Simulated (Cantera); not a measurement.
What does this Cantera script print?

```python
import numpy as np
import cantera as ct

gas = ct.Solution("gri30.yaml")
gas.TPX = 1598, 120000, {'NO': 1, 'N2': 1.3}
reactor = ct.IdealGasConstPressureReactor(gas, energy="off", clone=False)
net = ct.ReactorNet([reactor])
net.rtol, net.atol = 1e-08, 1e-18
show = ['NO', 'O', 'N2O', 'NO2', 'O2']
times = np.geomspace(2e-06, 3, 9)

steps = ct.SolutionArray(gas, extra=["t"])
rows = []
print(f"{'t/s':>10s}{'T/K':>9s}{'P/Pa':>11s}" + "".join(f"{s:>11s}" for s in show))
for t in times:
    while net.time < t:
        t_next = net.step()
        steps.append(gas.state, t=t_next)
    rows.append([np.interp(t, steps.t, y) for y in (steps.T, steps.P, *steps(*show).X.T)])
    print(f"{t:10.3e}{rows[-1][0]:9.1f}{rows[-1][1]:11.4g}" + "".join(f"{x:11.3e}" for x in rows[-1][2:]))
rate = np.gradient(steps.T, steps.t)
print("integrator steps:", len(steps.t))
if steps.T.max() > steps.T[0] + 200:
    print(f"time of steepest temperature rise: {steps.t[rate.argmax()]:.4e} s")
gas.TPX = 1598, 120000, {'NO': 1, 'N2': 1.3}
gas.equilibrate("TP")
print(f"equilibrium (TP): T = {gas.T:.1f} K  " + "  ".join(f"{s} {gas[s].X[0]:.3e}" for s in show))
```

It prints:

```
       t/s      T/K       P/Pa         NO          O        N2O        NO2         O2
 2.000e-06   1598.0    1.2e+05  4.348e-01  1.221e-08  1.366e-08  1.451e-09  8.871e-13
 1.183e-05   1598.0    1.2e+05  4.348e-01  4.438e-08  8.079e-08  3.650e-08  2.257e-11
 6.999e-05   1598.0    1.2e+05  4.348e-01  6.121e-08  4.766e-07  4.185e-07  2.886e-10
 4.141e-04   1598.0    1.2e+05  4.348e-01  7.054e-08  2.773e-06  2.812e-06  3.298e-09
 2.449e-03   1598.0    1.2e+05  4.347e-01  1.281e-07  1.488e-05  1.828e-05  1.035e-07
 1.449e-02   1598.0    1.2e+05  4.345e-01  4.643e-07  5.295e-05  1.220e-04  1.149e-05
 8.572e-02   1598.0    1.2e+05  4.334e-01  8.158e-07  6.942e-05  2.429e-04  4.304e-04
 5.071e-01   1598.0    1.2e+05  4.277e-01  1.072e-06  6.750e-05  3.214e-04  3.238e-03
 3.000e+00   1598.0    1.2e+05  3.965e-01  1.938e-06  5.773e-05  5.540e-04  1.862e-02
integrator steps: 712
equilibrium (TP): T = 1598.0 K  NO 1.949e-03  O 6.051e-06  N2O 1.270e-07  NO2 8.749e-06  O2 2.164e-01
```

Detailed kinetics in Cantera: GRI-Mech 3.0 (53 species, 325 reactions).
